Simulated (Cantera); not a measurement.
Feed: 1 mol SiO2, 1.5 mol CH4, 6.1 mol N2, at 1398.15 K and 13.3 mbar.

Equilibrium computed with Cantera from the NASA thermochemical tables; the gas is ideal and each condensed phase is pure. Candidate condensed phases: C, C6H6, C7H8, C8H18, H2O, Si, SiC, SiO2, Si2N2O, Si3N4; 151 gas species. N2 is the only nitrogen source here; it is nearly inert below about 1500 K, so the nitride shown seldom forms there in practice. Kinetics and transport are ignored.

Base state: N2 0.554, H2 0.297, CO 0.148, HCN 3.09e-5, SiO 2.90e-5, H 2.24e-5, H2O 1.43e-5 (mole fractions); condensed: Si2N2O(s).

Problem. What changes in the equilibrium state with this change: temperature from 1398.15 K to 1823 K?

Solution. 
```
species          before     after
--------------  -------  --------
N2                0.554     0.549
H2                0.297     0.269
CO                0.148     0.112
SiO             2.90e-5    0.0676
Si                <1e-9   8.92e-5
H               2.24e-5   0.00195
HNC             3.66e-7   1.04e-5
H2O             1.43e-5   1.03e-6
HCN             3.09e-5  0.000262
Si2N2O(s), mol    0.500         0
SiC(s), mol           0     0.248
```
